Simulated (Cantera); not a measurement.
Mixture: CH4 : H2 : O2 : N2 : H2O = 1 : 0.062 : 1.13 : 4.24 : 1.2 (molar parts), equivalence ratio 1.8, at 1500000 Pa, adiabatic and at constant pressure. Ignition delay is the time to a rise of 400 K.

Cantera simulation using GRI-Mech 3.0 (53 species, 325 reactions); the numbers are that mechanism's predictions, not measurements. The pressure lies above the range GRI-Mech 3.0 was tuned for (to about 10 atm). Below about 1000 K GRI-Mech 3.0 lacks low-temperature oxidation paths.

**Question.** Predict: delay at 950 K; delay at 1150 K; delay at 1350 K; delay at 1550 K; delay at 1750 K; apparent activation energy between 1550 and 1750 K.

**Answer.** 
```
Quantity                                                 Value
--------------------------------------------------  ----------
delay at 950 K                                         37.5 ms
delay at 1150 K                                        2.29 ms
delay at 1350 K                                       0.487 ms
delay at 1550 K                                       0.105 ms
delay at 1750 K                                        21.5 µs
apparent activation energy between 1550 and 1750 K  180 kJ/mol
```
